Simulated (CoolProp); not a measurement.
Saturation properties of nitrogen.

Model: reference Helmholtz-energy equation of state, Span 2000, in CoolProp.

```
T (°C)   p (MPa)  enthalpy of vaporisation (kJ/kg)  liquid viscosity (µPa s)  vapour viscosity (µPa s)
-------  -------  --------------------------------  ------------------------  ------------------------
-189.35   0.2035                             190.3                       126                      5.96
-185.05   0.3052                             183.6                       109                      6.32
-180.65      [?]                             176.1                       [?]                      6.70
-176.25   0.6236                             167.6                       [?]                      7.12
-171.85   0.8507                             158.0                      72.9                      7.57
-167.55    1.125                               [?]                      64.1                      8.05
-163.15    1.466                             134.3                      56.0                      8.63
-158.75    1.875                             118.7                      48.3                      9.33
-154.45    2.351                             99.25                      40.8                      10.3
-150.05    2.926                             70.06                      32.1                      11.9
```

### Question
Some entries are withheld; supply them.

### Answer

- -180.65, p (MPa): 0.4439
- -180.65, liquid viscosity (µPa s): 95.0
- -176.25, liquid viscosity (µPa s): 83.1
- -167.55, enthalpy of vaporisation (kJ/kg): 147.2

It boils at -195.8 °C under 1 atm.

Viscosity comes from a separate model (Lemmon 2004).
